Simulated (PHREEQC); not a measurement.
Buffer: an equilibrium model

Solution (25 °C): 0.037 mol/kgw HF, 0.067 mol/kgw Na2CO3 and 0.00044 mol/kgw KCl. Closed to the air; pH follows from the charge balance.

Computed with PHREEQC (ion-association model, phreeqc.dat).

```yaml
pH: 9.66
ionic_strength: 0.136 mol/kgw
specific_conductance: 9600 µS/cm
density: 1.004 g/cm³
total_alkalinity: 97.0 meq/kg
```

| species | molality | activity | log γ |
|---|---|---|---|
| Na+ | 0.118 | 0.0908 | -0.115 |
| HCO3- | 0.0357 | 0.0275 | -0.114 |
| F- | 0.0357 | 0.0263 | -0.132 |
| CO3-2 | 0.0169 | 0.00592 | -0.454 |
| NaCO3- | 0.0131 | 0.0100 | -0.116 |
| NaHCO3 | 0.00136 | 0.00140 | 0.014 |
| NaF | 0.00133 | 0.00137 | 0.014 |
| Cl- | 0.000440 | 0.000328 | -0.128 |
| K+ | 0.000440 | 0.000326 | -0.130 |
| OH- | 6.28e-5 | 4.64e-5 | -0.132 |
| CO2 | 1.31e-5 | 1.35e-5 | 0.014 |
| HF | 8.32e-9 | 8.59e-9 | 0.014 |
| HF2- | 1.13e-9 | 8.67e-10 | -0.116 |

Precipitation was switched off in this run.
